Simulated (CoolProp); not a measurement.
Vapour-liquid equilibrium of cyclohexane (1) + dimethyl carbonate (2) at 408.5 K; x and y are mole fractions of (1).

Values from CoolProp's multi-fluid Helmholtz-energy mixture model, Zhou 2014 and Zhou 2011; pair parameters Bell 2016.

| x | bubble pressure (kPa) | y at the bubble point | dew pressure at overall composition x (kPa) | liquid density (mol/L) |
|---|---|---|---|---|
| 0.05 | 393.6 | 0.132 | 369.5 | 9.886 |
| 0.2 | 465.9 | 0.349 | 415.3 | 9.398 |
| 0.35 | 499.7 | 0.460 | 466.3 | 8.973 |
| 0.5 | 512.9 | 0.537 | 508.2 | 8.613 |
| 0.65 | 512.2 | 0.609 | 506.5 | 8.317 |
| 0.8 | 494.2 | 0.706 | 467.8 | 8.082 |
| 0.95 | 440.4 | 0.890 | 422.3 | 7.902 |

y crosses x between x = 0.5 and 0.65: the model has an azeotrope there.

Pair parameters are fitted to limited data, so mixtures are less certain than the pure fluids.
